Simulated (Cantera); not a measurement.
Feed: 1 mol Si₃N₄, a varied amount of C, 0.04 mol N₂, held at 1902 °C and 25.0 Pa.

Equilibrium computed with Cantera from the NASA thermochemical tables; the gas is ideal and each condensed phase is pure. Candidate condensed phases: C, Si, SiC, Si₃N₄; 20 gas species. The numbers say what is thermodynamically allowed, not how fast it happens.

Task: Which condensed phases are stable at each of these points (n(C) (mol)): 0.11, 0.14, 0.19, 0.25, 0.33, 0.43, 0.57?

Result: 
```csv
n(C) (mol),condensed phases,Si condensed (%)
0.11,gas only,0.0
0.14,gas only,0.0
0.19,SiC(s),0.9
0.25,SiC(s),3.0
0.33,SiC(s),5.8
0.43,SiC(s),9.3
0.57,SiC(s),14.2
```

From 0.11 mol C to 0.14 mol C nothing is condensed. From 0.19 mol C to 0.57 mol C the condensed part is SiC(s).
